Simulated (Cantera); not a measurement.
A freely propagating, adiabatic, planar premixed flame of H2 : O2 : N2 = 1 : 0.417 : 1.57 (molar parts), unburnt at 600 K and 0.110 bar; mixture-averaged transport, grid criteria slope 0.08 and curve 0.16, no radiation.

Computed with Cantera and the H2/O2 subset of GRI-Mech 3.0, which has no nitrogen chemistry. Burning velocities carry a grid error of a few per cent, more on coarse grids.

Question: Predict: laminar burning velocity; thermal thickness; peak x(O); peak x(OH); peak x(HO2).

Answer: 
```
Quantity                    Result
------------------------  --------
laminar burning velocity  624 cm/s
thermal thickness          8.28 mm
peak x(O)                   0.0134
peak x(OH)                  0.0173
peak x(HO2)                4.03e-5
```
